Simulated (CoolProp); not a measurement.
A closed Brayton cycle with nitrogen: compressor inlet 309.15 K and 7.3 MPa, high pressure 24.6 MPa, turbine inlet 790 K, compressor efficiency 0.8, turbine efficiency 0.93, recuperator effectiveness 0.95 (on enthalpy, no pinch check). Each further row changes one setting.

Computed with CoolProp (reference Helmholtz-energy equation of state, Span 2000).

```tsv
case	thermal efficiency (%)	net work (kJ/kg)	compressor to turbine work	compressor exit (K)	turbine exit (K)
as stated	25.4	63.1	0.74	471.3	582.7
turbine inlet 740 K	20.7	47.9	0.79	471.3	544.0
compressor inlet 319.15 K	23.1	57.0	0.76	486.4	582.7
high pressure 20.9 MPa	28.1	63.0	0.70	446.0	607.2
recuperator effectiveness 0.5	20.8	63.1	0.74	471.3	582.7
```
